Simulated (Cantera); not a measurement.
A perfectly stirred reactor is fed with 12.8 % N₂O, 0.434 % H₂, 86.8 % N₂, at 0.286 atm; it is held at 1500 K, and followed from long to short residence time.

Detailed kinetics in Cantera: GRI-Mech 3.0 (53 species, 325 reactions). GRI-Mech 3.0 was tuned for natural gas; its chemistry of N2O as a main component is partial and can be far from experiment. The temperature is held fixed by assumption; the heat of reaction is taken as removed at once.

Task: Predict: x(N₂O) at τ = 3.90 s; x(H₂) at τ = 3.90 s; x(HO₂) at τ = 3.90 s; x(NO) at τ = 3.90 s; x(H₂O₂) at τ = 3.90 s; x(N₂O) at τ = 33.0 ms; x(H₂) at τ = 33.0 ms; x(HO₂) at τ = 33.0 ms; x(NO) at τ = 33.0 ms; x(H₂O₂) at τ = 33.0 ms.

Result: 
- x(N₂O) at τ = 3.90 s = 0.00251
- x(H₂) at τ = 3.90 s = 2.41e-6
- x(HO₂) at τ = 3.90 s = 4.81e-8
- x(NO) at τ = 3.90 s = 0.0136
- x(H₂O₂) at τ = 3.90 s = 1.20e-9
- x(N₂O) at τ = 33.0 ms = 0.0784
- x(H₂) at τ = 33.0 ms = 0.000104
- x(HO₂) at τ = 33.0 ms = 6.71e-7
- x(NO) at τ = 33.0 ms = 0.00847
- x(H₂O₂) at τ = 33.0 ms = 3.61e-9
